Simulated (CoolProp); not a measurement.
The fluid at 298.15 K and 0.0043 MPa (gas) is heated at constant pressure to 408.6 K. The same conditions are run with several fluids, on thermodynamics alone (safety and materials aside).

The numbers come from the reference Helmholtz-energy equation of state of each fluid (dimethyl carbonate: Zhou 2011; n-perfluoropentane: Gao 2022; CH2F2 (R32): Tillner-Roth 1997; dry air: Lemmon 2000; cis-2-butene: Lemmon 2005) in CoolProp. Blends and air are pseudo-pure fits.

```
fluid               heat (kJ/kg)  final density (kg/m³)
------------------  ------------  ---------------------
dimethyl carbonate    (withheld)             (withheld)
n-perfluoropentane    (withheld)             (withheld)
CH2F2 (R32)           (withheld)             (withheld)
dry air               (withheld)                 0.0367
cis-2-butene                 183             (withheld)
```

Task: Some entries are withheld; supply them.

Result: 
- dimethyl carbonate, heat (kJ/kg): 146
- dimethyl carbonate, final density (kg/m³): 0.114
- n-perfluoropentane, heat (kJ/kg): 97.8
- n-perfluoropentane, final density (kg/m³): 0.365
- CH2F2 (R32), heat (kJ/kg): 101
- CH2F2 (R32), final density (kg/m³): 0.0659
- dry air, heat (kJ/kg): 111
- cis-2-butene, final density (kg/m³): 0.0710
